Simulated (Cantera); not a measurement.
Charge: 1 mol SiCl4, 2 mol Cl2, 17 mol H2, equilibrated at 1300000 Pa.

Cantera equilibrium calculation (NASA polynomials, part measured and part estimated; ideal gas, pure solids and liquids). Candidate condensed phases: Si; 19 gas species. The tables' values for SiCl3 are old estimates; treat these amounts as uncertain. Rates play no part. All values below are at 1598 K.

Base state: H2 0.721, HCl 0.229, SiCl4 0.0247, SiHCl3 0.0111, SiCl3 0.00741, SiCl2 0.00551, SiH2Cl2 0.000836, SiH3Cl 1.88e-5 (mole fractions); condensed: gas only.

**Question.** What changes in the equilibrium state with this change: H2 from 17 to 1.1 mol?

**Answer.** 
| species | before | after |
|---|---|---|
| HCl | 0.229 | 0.533 |
| SiCl4 | 0.0247 | 0.242 |
| Cl2 | 1.10e-8 | 0.211 |
| H2 | 0.721 | 2.02e-7 |
| SiHCl3 | 0.0111 | 1.32e-8 |
| Cl | 3.16e-6 | 0.0138 |
| SiCl2 | 0.00551 | 2.82e-9 |
| SiH2Cl2 | 0.000836 | <1e-9 |
| SiH3Cl | 1.88e-5 | <1e-9 |
| H | 1.25e-5 | 6.64e-9 |
| SiCl3 | 0.00741 | 1.66e-5 |
